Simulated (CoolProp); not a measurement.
The fluid at 293.15 K and 0.122 MPa is throttled through a valve to 0.00877 MPa with no heat exchange. The same conditions are run with several fluids, on thermodynamics alone (safety and materials aside).

Computed with CoolProp (reference Helmholtz-energy equation of state of each fluid (C2F6 (R116): Lemmon 2006; R236FA: Pan 2012; propylene: Lemmon 2013; R507A: Lemmon 2003; chloromethane (R40): Thol 2014)). Blends and air are pseudo-pure fits.

| fluid | temperature change (K) | final density (kg/m³) |
|---|---|---|
| C2F6 (R116) | -1.0 | 0.499 |
| R236FA | -2.8 | 0.554 |
| propylene | -2.1 | 0.153 |
| R507A | -2.1 | 0.359 |
| chloromethane (R40) | -4.5 | 0.185 |
